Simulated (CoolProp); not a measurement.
Model: reference Helmholtz-energy equation of state, Lemmon 2016, in CoolProp.

### Question
Give the vapour pressure (bar), liquid density (kg/m³), vapour density (kg/m³), liquid cp (kJ/(kg K)) of saturated R115 at 49.95, 57.75 °C.

### Answer
| T (°C) | p (bar) | liquid density (kg/m³) | vapour density (kg/m³) | liquid cp (kJ/(kg K)) |
|---|---|---|---|---|
| 49.95 | 16.5 | 1140 | 141 | 1.29 |
| 57.75 | 19.6 | 1090 | 177 | 1.41 |
